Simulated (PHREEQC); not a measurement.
A solution holds 0.0011 mol SrCl2 and 2.6e-05 mol CO2 per kg of water, at 78 °C. Closed to the air; pH follows from the charge balance.

Equilibrium calculation in PHREEQC: ion-association model, wateq4f.dat.

No solid was allowed to form.

What pH does the model give?

pH 5.47.

In which forms is C present?

CO2 86 %, HCO3- 13 %, SrHCO3+ 1.0 % of the C.

Complexes and solids missing from the database can't appear. Constants without temperature data keep their 25 °C values here.
